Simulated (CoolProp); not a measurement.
Vapour-liquid equilibrium of p-xylene (1) + n-nonane (2) at 0.0293 MPa; x and y are mole fractions of (1).

Model: multi-fluid Helmholtz-energy mixture model, Zhou 2012 and Lemmon 2006; pair parameters Bell 2016, in CoolProp.

```json
[
 {"x": "0.05", "bubble temperature (°C)": "108.5", "y at the bubble point": "0.077", "dew temperature at overall composition x (°C)": "108.8", "liquid density (mol/L)": "5.122"},
 {"x": "0.125", "bubble temperature (°C)": "107.3", "y at the bubble point": "0.182", "dew temperature at overall composition x (°C)": "108.0", "liquid density (mol/L)": "5.261"},
 {"x": "0.2", "bubble temperature (°C)": "106.2", "y at the bubble point": "0.278", "dew temperature at overall composition x (°C)": "107.1", "liquid density (mol/L)": "5.405"},
 {"x": "0.275", "bubble temperature (°C)": "105.2", "y at the bubble point": "0.366", "dew temperature at overall composition x (°C)": "106.3", "liquid density (mol/L)": "5.556"},
 {"x": "0.35", "bubble temperature (°C)": "104.2", "y at the bubble point": "0.448", "dew temperature at overall composition x (°C)": "105.4", "liquid density (mol/L)": "5.714"},
 {"x": "0.425", "bubble temperature (°C)": "103.3", "y at the bubble point": "0.524", "dew temperature at overall composition x (°C)": "104.5", "liquid density (mol/L)": "…"},
 {"x": "0.5", "bubble temperature (°C)": "102.5", "y at the bubble point": "0.597", "dew temperature at overall composition x (°C)": "103.6", "liquid density (mol/L)": "6.052"},
 {"x": "0.575", "bubble temperature (°C)": "101.6", "y at the bubble point": "0.666", "dew temperature at overall composition x (°C)": "102.7", "liquid density (mol/L)": "6.234"},
 {"x": "0.65", "bubble temperature (°C)": "100.8", "y at the bubble point": "…", "dew temperature at overall composition x (°C)": "…", "liquid density (mol/L)": "6.425"},
 {"x": "0.725", "bubble temperature (°C)": "100.0", "y at the bubble point": "…", "dew temperature at overall composition x (°C)": "100.9", "liquid density (mol/L)": "6.626"},
 {"x": "0.8", "bubble temperature (°C)": "99.3", "y at the bubble point": "0.854", "dew temperature at overall composition x (°C)": "100.0", "liquid density (mol/L)": "6.838"},
 {"x": "0.875", "bubble temperature (°C)": "98.5", "y at the bubble point": "0.911", "dew temperature at overall composition x (°C)": "99.0", "liquid density (mol/L)": "7.062"},
 {"x": "0.95", "bubble temperature (°C)": "97.8", "y at the bubble point": "0.965", "dew temperature at overall composition x (°C)": "98.0", "liquid density (mol/L)": "7.298"}
]
```

Some entries are withheld; supply them.


- 0.425, liquid density (mol/L): 5.879
- 0.65, y at the bubble point: 0.731
- 0.65, dew temperature at overall composition x (°C): 101.8
- 0.725, y at the bubble point: 0.794

No azeotrope shows between x = 0.05 and 0.95.

Pair parameters are fitted to limited data, so mixtures are less certain than the pure fluids.
